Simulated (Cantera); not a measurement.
A closed system holds: 1 mol SiCl4, 1.6 mol HCl, 30 mol N2, at 0.133 bar.

These are equilibrium values from Cantera (NASA tables, ideal gas, pure condensed phases), not measurements of a reactor. Candidate condensed phases: NH4Cl, Si, Si3N4; 28 gas species. The tables' values for SiCl3 are old estimates; treat these amounts as uncertain. Kinetics and transport are ignored. All values below are at 1002 °C.

Base state: N2 0.920, HCl 0.0491, SiCl4 0.0306, Cl 4.20e-5, SiCl3 3.80e-5 (mole fractions); condensed: gas only.

Task: What changes in the equilibrium state with this change: SiCl4 replaced by Si3H8?

Result: 
```csv
species,before,after
N2,0.920,0.833
H2,4.01e-6,0.119
HCl,0.0491,0.0475
SiCl4,0.0306,2.68e-5
Cl,4.20e-5,2.36e-7
SiCl3,3.80e-5,5.92e-6
"Si3N4(s), mol",0,1.000
```
The feed counts by its element totals alone. N2 is the only nitrogen source here; it is nearly inert below about 1500 K, so the nitride shown seldom forms there in practice.
